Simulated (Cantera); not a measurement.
Input: 1 mol AlN, 0.68 mol C, 2.6 mol N2, at 0.00360 bar.

These are equilibrium values from Cantera (NASA tables, ideal gas, pure condensed phases), not measurements of a reactor. Candidate condensed phases: Al, AlN, C; 16 gas species. The numbers say what is thermodynamically allowed, not how fast it happens.

Problem. What share of the Al ends up in condensed phases as a function of T (K), at 1575, 1675, 1775, 1875, 1975, 2075, 2175?

Solution. 
```csv
T (K),Al condensed (%),as
1575,100.0,AlN(s)
1675,100.0,AlN(s)
1775,99.8,AlN(s)
1875,98.0,AlN(s)
1975,82.7,AlN(s)
2075,0.0,-
2175,0.0,-
```
